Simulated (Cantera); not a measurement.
**Adiabatic ignition**

An adiabatic, constant-volume homogeneous reactor starts with 14.8 % CO, 9.17 % H2, 16.0 % O2, 60.1 % N2, equivalence ratio 0.75, at 1400 K and 20.7 atm.

Detailed kinetics in Cantera: GRI-Mech 3.0 (53 species, 325 reactions). The hydrogen kinetics of GRI-Mech 3.0 are dated; newer H2 mechanisms differ, most at raised pressure. The pressure lies above the range GRI-Mech 3.0 was tuned for (to about 10 atm). Above 3000 K some thermodynamic fits are extrapolated.

| t (s) | T (K) | P (bar) | x CO | x H2 | x O2 | x N2O | x OH |
|---|---|---|---|---|---|---|---|
| 2.00e-6 | 1444 | 21.6 | 0.147 | 0.0863 | 0.156 | 1.19e-8 | 0.000380 |
| 5.70e-6 | 3071 | 41.7 | 0.0361 | 0.00332 | 0.0566 | 6.70e-6 | 0.0165 |
| 1.62e-5 | 3063 | 41.6 | 0.0357 | 0.00331 | 0.0538 | 6.72e-6 | 0.0161 |
| 4.62e-5 | 3048 | 41.4 | 0.0355 | 0.00331 | 0.0497 | 6.93e-6 | 0.0153 |
| 0.000132 | 3040 | 41.2 | 0.0354 | 0.00331 | 0.0473 | 7.16e-6 | 0.0149 |
| 0.000375 | 3039 | 41.2 | 0.0354 | 0.00331 | 0.0471 | 7.18e-6 | 0.0149 |
| 0.00107 | 3039 | 41.2 | 0.0354 | 0.00331 | 0.0471 | 7.18e-6 | 0.0149 |
| 0.00304 | 3039 | 41.2 | 0.0354 | 0.00331 | 0.0471 | 7.18e-6 | 0.0149 |
| 0.00866 | 3039 | 41.2 | 0.0354 | 0.00331 | 0.0471 | 7.18e-6 | 0.0149 |
| 0.0247 | 3039 | 41.2 | 0.0354 | 0.00331 | 0.0471 | 7.18e-6 | 0.0149 |
| 0.0702 | 3039 | 41.2 | 0.0354 | 0.00331 | 0.0471 | 7.18e-6 | 0.0149 |
| 0.200 | 3039 | 41.2 | 0.0354 | 0.00331 | 0.0471 | 7.18e-6 | 0.0149 |
x: mole fraction; the columns are a selection and need not sum to one.

```json
{
 "time_of_steepest_temperature_rise": "2.43 µs",
 "temperature at 0.200 s": "3039 K",
 "equilibrium_temperature": "3039 K",
 "x(CO) at 0.200 s": "0.0354 (gas-phase equilibrium 0.0354)",
 "x(H2) at 0.200 s": "0.00331 (gas-phase equilibrium 0.00331)",
 "x(O2) at 0.200 s": "0.0471 (gas-phase equilibrium 0.0471)"
}
```
